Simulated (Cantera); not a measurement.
Cantera run, input and output.

```python
import numpy as np
import cantera as ct

gas = ct.Solution("h2o2.yaml")
gas.TPX = 575, 101325, {'H2': 1, 'O2': 0.735, 'N2': 2.76}
flame = ct.FreeFlame(gas, width=0.04)
flame.set_refine_criteria(ratio=3, slope=0.08, curve=0.16)
flame.transport_model = "mixture-averaged"
flame.solve(loglevel=0, auto=True)
flame.transport_model = "multicomponent"
flame.soret_enabled = False
flame.solve(loglevel=0, refine_grid=True)
z, T = flame.grid, flame.T
thick = (T[-1] - T[0]) / np.gradient(T, z).max()
show = ['H2', 'O2', 'H2O', 'HO2', 'O', 'H2O2']
print(f"laminar burning velocity  {flame.velocity[0] * 100:.3f} cm/s")
print(f"burnt temperature         {T[-1]:.1f} K")
print(f"thermal thickness         {thick * 1e3:.4f} mm")
print(f"grid points               {len(z)}")
z0 = z[flame.heat_release_rate.argmax()]
print(f"{'z/mm':>9s}{'T/K':>9s}{'u/(m/s)':>9s}" + "".join(f"{s:>11s}" for s in show))
rows = []
for k in (-3, -2, -1.5, -1, -0.5, -0.25, 0, 0.25, 0.5, 1, 2, 4, 8):
    zz = z0 + k * thick
    rows.append([k * thick, np.interp(zz, z, T), np.interp(zz, z, flame.velocity),
                 *(np.interp(zz, z, flame.X[gas.species_index(s)]) for s in show)])
    print(f"{rows[-1][0] * 1e3:9.3f}{rows[-1][1]:9.1f}{rows[-1][2]:9.3f}" + "".join(f"{x:11.3e}" for x in rows[-1][3:]))
```

Output:

```
laminar burning velocity  461.087 cm/s
burnt temperature         2183.8 K
thermal thickness         0.4193 mm
grid points               116
     z/mm      T/K  u/(m/s)         H2         O2        H2O        HO2          O       H2O2
   -1.258    575.0    4.611  2.225e-01  1.635e-01  4.138e-11  1.300e-11  4.796e-14  8.828e-14
   -0.839    575.0    4.611  2.225e-01  1.635e-01  1.798e-09  6.956e-10  3.898e-12  4.815e-12
   -0.629    575.0    4.611  2.224e-01  1.635e-01  4.327e-08  2.227e-08  1.934e-10  1.612e-10
   -0.419    575.1    4.609  2.221e-01  1.636e-01  1.811e-06  1.210e-06  1.185e-08  1.016e-08
   -0.210    602.6    4.780  2.123e-01  1.645e-01  1.700e-03  2.750e-04  1.163e-05  9.347e-06
   -0.105    825.8    6.374  1.736e-01  1.589e-01  2.437e-02  2.138e-04  3.864e-04  2.138e-05
    0.000   1214.0    9.103  9.343e-02  1.249e-01  9.887e-02  1.048e-04  4.925e-03  7.849e-06
    0.105   1495.3   11.102  3.576e-02  8.252e-02  1.711e-01  5.752e-05  1.144e-02  4.016e-06
    0.210   1642.6   12.130  2.114e-02  6.843e-02  1.947e-01  3.991e-05  1.285e-02  2.219e-06
    0.419   1795.0   13.150  1.629e-02  6.315e-02  2.076e-01  2.758e-05  1.091e-02  1.123e-06
    0.839   1934.4   14.048  1.226e-02  6.059e-02  2.186e-01  1.782e-05  7.681e-03  6.198e-07
    1.677   2047.5   14.756  7.758e-03  5.906e-02  2.291e-01  1.034e-05  4.581e-03  3.835e-07
    3.355   2123.6   15.222  4.078e-03  5.856e-02  2.370e-01  5.829e-06  2.327e-03  2.592e-07
```

Detailed kinetics in Cantera: the H2/O2 subset of GRI-Mech 3.0, which has no nitrogen chemistry. Burning velocities carry a grid error of a few per cent, more on coarse grids. Lean hydrogen flames are cellular in practice and burn faster than this planar one.
